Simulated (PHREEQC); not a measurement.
1 kg of water meets 20 L of dry gas (H2 1 by moles) at fixed total pressure, at 25 °C; fugacities by Peng-Robinson. The gases take part in no redox reaction, some water evaporates into the gas, and hydrates or a liquid gas phase aren't modelled. No solid was allowed to form.

Equilibrium calculation in PHREEQC: ion-association model, phreeqc.dat.

```
P (atm)  dissolved H2 (mol/kgw)  φ of H2
-------  ----------------------  -------
2                       0.00156    1.000
5                       0.00392    1.001
10                      0.00784    1.003
20                       0.0156    1.005
30                       0.0231    1.008
40                       0.0306    1.011
50                       0.0379    1.014
75                       0.0557    1.022
100                      0.0727    1.031
150                       0.105    1.049
200                       0.134    1.070
300                       0.187    1.116
400                       0.233    1.170
```
